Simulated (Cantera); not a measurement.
Charge: 1 mol Al, 2.1 mol HCl, 210 mol H₂, 11 mol O₂, equilibrated at 27.0 Torr.

These are equilibrium values from Cantera (NASA tables, ideal gas, pure condensed phases), not measurements of a reactor. Candidate condensed phases: Al, AlCl₃, Al₂O₃, H₂O; 29 gas species. Equilibrium is a limit: real reactors are often held back by kinetics, nucleation or transport. All values below are at 1598 K.

Base state: H₂ 0.893, H₂O 0.0966, HCl 0.00990, H 0.000265 (mole fractions); condensed: Al₂O₃(s).

### Question
What changes in the equilibrium state with this change: O₂ from 11 to 17 mol?

### Answer
```
species          before     after
-------------  --------  --------
H₂                0.893     0.837
H₂O              0.0966     0.153
HCl             0.00990   0.00990
H              0.000265  0.000257
Al₂O₃(s), mol     0.500     0.500
```
